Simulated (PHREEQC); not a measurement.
Make-up at 25 °C: 0.096 mol/kgw NaBr, 0.35 mol/kgw FeCl2 and 0.0089 mol/kgw MgCl2. Closed to the air; pH follows from the charge balance.

Model: ion-association model, phreeqc.dat, run in PHREEQC.

Each row changes one thing in this solution. No solid was allowed to form.

```
case                                    pH  ionic strength (mol/kgw)  Cl- (mol/kgw)  Fe+2 (mol/kgw)  FeCl+ (mol/kgw)  FeOH+ (mol/kgw)
------------------------------------  ----  ------------------------  -------------  --------------  ---------------  ---------------
as made                               5.33                      1.09          0.675           0.307           0.0432          6.36e-6
NaBr left out                         5.32                         ?          0.673           0.305           0.0452          6.40e-6
MgCl2 from 0.0089 to 0.00178 mol/kgw  5.33                         ?          0.661           0.307           0.0428          6.38e-6
FeCl2 from 0.35 to 0.7 mol/kgw        5.21                         ?           1.31           0.594            0.106          8.42e-6
NaBr from 0.096 to 0.144 mol/kgw      5.33                      1.14          0.676           0.308           0.0423          6.35e-6
temperature from 25 to 50 °C          4.96                      1.09          0.677           0.309           0.0405          1.49e-5
FeCl2 from 0.35 to 0.525 mol/kgw      5.26                      1.55          0.993           0.451           0.0745          7.49e-6
MgCl2 left out                        5.33                      1.06          0.657           0.307           0.0427          6.38e-6
```

**Question.** What belongs in the gaps?

**Answer.** 
- NaBr left out, ionic strength (mol/kgw): 0.986
- MgCl2 from 0.0089 to 0.00178 mol/kgw, ionic strength (mol/kgw): 1.07
- FeCl2 from 0.35 to 0.7 mol/kgw, ionic strength (mol/kgw): 2.01

The ionic strength passes 0.7 mol/kgw, the rough limit of the ion-association models, in every such run. Species that the database lacks are ignored. Away from 25 °C the constants follow the database's enthalpies or fits; those with neither stay at their 25 °C values.
